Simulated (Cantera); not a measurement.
Charge: 1 mol CH4, 0.36 mol NH3, 5.1 mol H2, at 8.80 bar.

Equilibrium computed with Cantera from the NASA thermochemical tables; the gas is ideal and each condensed phase is pure. Candidate condensed phases: C, C6H6, C7H8, C8H18; 92 gas species. The numbers say what is thermodynamically allowed, not how fast it happens.

Over these rows the condensed part is C(graphite). Partial pressures as log10 of bar:

| T (K) | 1000/T (1/K) | log p C2H2 (acetylene) | log p H2 | log p CH4 | log p N2 |
|---|---|---|---|---|---|
| 1200 | 0.8333 | -6.10 | 0.88 | -0.03 | -0.65 |
| 1300 | 0.7692 | ? | 0.91 | -0.29 | -0.67 |
| 1400 | 0.7143 | -4.68 | 0.92 | -0.53 | -0.68 |
| 1500 | 0.6667 | -4.12 | 0.92 | -0.74 | -0.69 |
| 1600 | 0.6250 | -3.63 | 0.93 | -0.93 | -0.69 |
| 1700 | 0.5882 | -3.20 | 0.93 | -1.10 | -0.70 |

Problem. Fit log p(C2H2 (acetylene)) = a + b·(1000/T) to the five rows, give the apparent enthalpy, and predict the row at 1300 K.

Solution. Means: 1000/T = 0.6855, log p = -4.346. Sxy = -0.427933, Sxx = 0.0361553, so b = -11.84 and a = -4.346 − (-11.84)×0.6855 = 3.77.
Apparent enthalpy: −19.145 × (-11.84) = 227 kJ/mol. With the condensed phases at unit activity, 2 C(graphite) + H2(g) = C2H2 (acetylene)(g) links this pressure to the main gases: over the six rows their terms move log p by +0.05 in all, so the slope is close to that reaction's ΔH°. The five rows lie within 0.01 of the line.
Prediction at 1300 K: 3.77 + (-11.84)×0.7692 = -5.34. The computed value is -5.33, 0.01 from the line.
